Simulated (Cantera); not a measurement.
**Transport properties of process gases**

Gas mixture: C3H8 = 0.09 (molar parts), at 0.000286 atm, frozen composition.

Cantera's kinetic-theory transport with the Lennard-Jones parameters of GRI-Mech 3.0, ideal gas; thermal conductivity in the multicomponent form. The composition is frozen, though it would react at the higher temperatures.

```
T (K)  ρ (kg/m³)  cp (J/kg/K)  μ (µPa s)  λ (mW/m/K)     Pr  D (cm²/s) H  D (cm²/s) C2H2  D (cm²/s) NH3
-----  ---------  -----------  ---------  ----------  -----  -----------  --------------  -------------
400     0.000385         2134       10.9        30.6  0.758         3960             545            696
650     0.000237         3083       16.5        67.1  0.759         9460            1330           1770
900     0.000171         3749       21.2         105  0.757        16600            2350           3210
1150    0.000134         4195       25.4         141  0.755        25300            3580           4960
1400    0.000110         4523       29.1         175  0.753        35200            5010           6990
1650     9.32e-5         4780       32.6         207  0.751        46400            6600           9280
1900     8.10e-5         4978       35.8         238  0.749        58700            8370          11800
2150     7.15e-5         5126       38.8         266  0.748        72100           10300          14600
2400     6.41e-5         5234       41.7         292  0.747        86600           12400          17500
```
D: mixture-averaged diffusion coefficient of that species in the mixture.
